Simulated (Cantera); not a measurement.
# Tantalum, niobium, vanadium and zirconium in process gases: Nb + H2O

Input: 1 mol Nb, 2 mol H2O, equilibrated at 1500 °C.

Method: chemical equilibrium by Gibbs-energy minimisation in Cantera with the NASA 1993 tables (ideal gas, pure condensed phases). Candidate condensed phases: H2O, Nb, NbO, NbO2, Nb2O5; 12 gas species. Mutual solubility and eutectic melting of coexisting phases are not modelled. NbO: taken at fixed stoichiometry. Condensed phases not in the tables: the oxides between NbO2 and Nb2O5. Rates play no part.

| P (Pa) | log p H2 | log p H | log p NbO2 | log p H2O | log p NbO | log p OH | log p O | n NbO(s) | n NbO2(s) |
|---|---|---|---|---|---|---|---|---|---|
| 0.100 | -6.16 | -6.62 | -7.22 | -8.42 | -8.79 | -10.09 | -10.67 | 0.00555 | 0.842 |
| 1.50 | -4.86 | -5.98 | -7.22 | -7.12 | -8.79 | -9.44 | -10.67 | 0.0103 | 0.981 |
| 22 | -3.67 | -5.38 | -7.22 | -5.93 | -8.79 | -8.85 | -10.67 | 0.0108 | 0.989 |
| 320 | -2.50 | -4.80 | -7.22 | -4.76 | -8.79 | -8.26 | -10.67 | 0.0109 | 0.989 |
| 4600 | -1.34 | -4.22 | -7.22 | -3.60 | -8.79 | -7.68 | -10.67 | 0.0109 | 0.989 |
| 68000 | -0.17 | -3.63 | -7.22 | -2.43 | -8.79 | -7.10 | -10.67 | 0.0109 | 0.989 |
| 1000000 | 1.00 | -3.05 | -7.22 | -1.26 | -8.79 | -6.52 | -10.67 | 0.0109 | 0.989 |
log p: log10 of the partial pressure in bar; n: condensed amount in mol.

From 0.100 Pa to 10.0 bar the condensed part is NbO(s) + NbO2(s).
